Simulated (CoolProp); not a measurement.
Vapour-liquid equilibrium of dimethyl ether (1) + chloromethane (R40) (2) at 0.262 MPa; x and y are mole fractions of (1).

Values from CoolProp's multi-fluid Helmholtz-energy mixture model, Wu 2011 and Thol 2014; pair parameters Bell 2016.

Task: Give the bubble temperature and the first vapour's composition at x = 0.05, 0.5, 0.8. Is there an azeotrope?

Result: x = 0.05: 0.5 °C, y = 0.043; x = 0.5: 1.5 °C, y = 0.505; x = 0.8: 0.7 °C, y = 0.824. y crosses x between x = 0.35 and 0.5: the model has an azeotrope there.

The pair parameters rest on a limited set of measurements; away from them the model extrapolates.
